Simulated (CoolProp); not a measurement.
A Linde-Hampson liquefier for methane: isothermal reversible compression at 280 K from 1 atm to 10 MPa, throttling to 1 atm, return gas leaving the recuperator 0 K below the feed. Each further row changes one setting.

Computed with CoolProp (reference Helmholtz-energy equation of state, Setzmann 1991).

```tsv
case	liquid yield per pass	compression work (kJ/kg of gas)
as stated	___	636
high pressure 20 MPa	0.239	___
warm-end temperature 310 K	0.098	716
warm-end gap 5 K	___	636
```

Q: Fill in the missing entries.

A: 
- as stated, liquid yield per pass: 0.134
- high pressure 20 MPa, compression work (kJ/kg of gas): 714
- warm-end gap 5 K, liquid yield per pass: 0.123
